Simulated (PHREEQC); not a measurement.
0.27 g of hydrous ferric oxide (600 m²/g; 0.2 weak and 0.005 strong sites per Fe, Dzombak-Morel constants, diffuse double layer) in 1 kg of water with 0.05 mol/kgw of an inert sodium salt and 9.3e-07 mol/kgw NiCl2, at 25 °C; the pH is set by adding NaOH or the inert anion's acid. O2 is buffered at 0.21 atm. The system is closed to CO2. Nothing may precipitate in this run.

All values are PHREEQC results (ion-association model, wateq4f.dat), not measurements.

| pH | Ni sorbed (%) | surface charge σ (C/m²) | surface potential ψ (mV) |
|---|---|---|---|
| 4 | 0.0 | 0.294 | 160 |
| 4.5 | 0.1 | 0.238 | 149 |
| 5 | 0.4 | 0.181 | 135 |
| 5.5 | 3.2 | 0.130 | 118 |
| 6 | 19.4 | 0.089 | 99 |
| 6.5 | 64.1 | 0.058 | 78 |
| 7 | 93.3 | 0.034 | 56 |
| 7.5 | 99.1 | 0.017 | 31 |
| 8 | 99.9 | 0.003 | 6 |
| 8.5 | 100.0 | -0.010 | -20 |
| 9 | 100.0 | -0.026 | -45 |
| 9.5 | 100.0 | -0.046 | -68 |
| 10 | 100.0 | -0.074 | -90 |

Complexes and solids missing from the database can't appear.
